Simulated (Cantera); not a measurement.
Charge: 1 mol HCl, 2.2 mol H2O, 2.6 mol H2, equilibrated at 7.50 Torr.

Equilibrium computed with Cantera from the NASA thermochemical tables; the gas is ideal and each condensed phase is pure. Candidate condensed phases: H2O; 14 gas species. Equilibrium is a limit: real reactors are often held back by kinetics, nucleation or transport. All values below are at 2875 K.

Base state: H 0.474, H2 0.200, O 0.0791, H2O 0.0757, Cl 0.0654, OH 0.0537, HCl 0.0403, O2 0.0119 (mole fractions); condensed: gas only.

Q: What changes in the equilibrium state with this change: H2O from 2.2 to 0.14 mol?

A: 
```tsv
species	before	after
H	0.474	0.538
H2	0.200	0.259
Cl	0.0654	0.105
O	0.0791	0.00821
H2O	0.0757	0.0102
O2	0.0119	0.000129
OH	0.0537	0.00634
HCl	0.0403	0.0734
```

Q: What changes in the equilibrium state with this change: H2 from 2.6 to 8.4 mol?

A: 
| species | before | after |
|---|---|---|
| H | 0.474 | 0.551 |
| H2 | 0.200 | 0.272 |
| H2O | 0.0757 | 0.0496 |
| O | 0.0791 | 0.0382 |
| O2 | 0.0119 | 0.00279 |
| Cl | 0.0654 | 0.0327 |
| OH | 0.0537 | 0.0302 |
| HCl | 0.0403 | 0.0235 |
